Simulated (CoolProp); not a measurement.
Vapour-liquid equilibrium of dimethyl ether (1) + ethanol (2) at 88.75 °C; x and y are mole fractions of (1).

Computed with CoolProp (multi-fluid Helmholtz-energy mixture model, Wu 2011 and Schroeder 2014; pair parameters Bell 2016).

| x | bubble pressure (MPa) | y at the bubble point | dew pressure at overall composition x (MPa) | liquid density (mol/L) |
|---|---|---|---|---|
| 0.05 | 0.3182 | 0.532 | 0.1582 | 15.63 |
| 0.15 | 0.6315 | 0.773 | 0.1767 | 15.37 |
| 0.25 | 0.9136 | 0.850 | 0.2001 | 15.08 |
| 0.35 | 1.166 | 0.888 | 0.2305 | 14.77 |
| 0.45 | 1.392 | 0.912 | 0.2716 | 14.43 |
| 0.55 | 1.599 | 0.929 | 0.3303 | 14.06 |
| 0.65 | 1.798 | 0.944 | 0.4208 | 13.65 |
| 0.75 | 2.002 | 0.957 | 0.5782 | 13.18 |
| 0.85 | 2.228 | 0.972 | 0.9161 | 12.64 |
| 0.95 | 2.495 | 0.989 | 1.895 | 11.98 |

No azeotrope shows between x = 0.05 and 0.95.

Pair parameters are fitted to limited data, so mixtures are less certain than the pure fluids. The gap from Raoult's law changes sign with composition, which may be real or a fault of the pair parameters; it wasn't checked against measurements.
